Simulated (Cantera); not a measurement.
Feed: 1 mol PbO, 0.84 mol H₂, held at 130000 Pa.

Method: chemical equilibrium by Gibbs-energy minimisation in Cantera with the NASA 1993 tables (ideal gas, pure condensed phases). Candidate condensed phases: H₂O, Pb, PbO, PbO₂, Pb₃O₄; 12 gas species. Each liquid is taken as pure. Mutual solubility and eutectic melting of coexisting phases are not modelled. Gases not in the tables: (PbO)n polymers. Equilibrium is a limit: real reactors are often held back by kinetics, nucleation or transport.

Question: Which condensed phases are stable at each of these points (T (°C)): 402, 477, 552, 627, 702, 777, 852, 927, 1002, 1077, 1152, 1227?

Answer: 
```json
[
 {"T (°C)": "402", "condensed phases": "Pb(l) + PbO(red)", "Pb condensed (%)": "100.0"},
 {"T (°C)": "477", "condensed phases": "Pb(l) + PbO(red)", "Pb condensed (%)": "100.0"},
 {"T (°C)": "552", "condensed phases": "Pb(l) + PbO(yellow)", "Pb condensed (%)": "100.0"},
 {"T (°C)": "627", "condensed phases": "Pb(l) + PbO(yellow)", "Pb condensed (%)": "100.0"},
 {"T (°C)": "702", "condensed phases": "Pb(l) + PbO(yellow)", "Pb condensed (%)": "100.0"},
 {"T (°C)": "777", "condensed phases": "Pb(l) + PbO(yellow)", "Pb condensed (%)": "100.0"},
 {"T (°C)": "852", "condensed phases": "Pb(l) + PbO(yellow)", "Pb condensed (%)": "100.0"},
 {"T (°C)": "927", "condensed phases": "Pb(l) + PbO(l)", "Pb condensed (%)": "100.0"},
 {"T (°C)": "1002", "condensed phases": "Pb(l) + PbO(l)", "Pb condensed (%)": "99.9"},
 {"T (°C)": "1077", "condensed phases": "Pb(l) + PbO(l)", "Pb condensed (%)": "99.6"},
 {"T (°C)": "1152", "condensed phases": "Pb(l) + PbO(l)", "Pb condensed (%)": "99.0"},
 {"T (°C)": "1227", "condensed phases": "Pb(l) + PbO(l)", "Pb condensed (%)": "97.8"}
]
```

From 402 °C to 477 °C the condensed part is Pb(l) + PbO(red). From 552 °C to 852 °C the condensed part is Pb(l) + PbO(yellow). From 927 °C to 1227 °C the condensed part is Pb(l) + PbO(l).
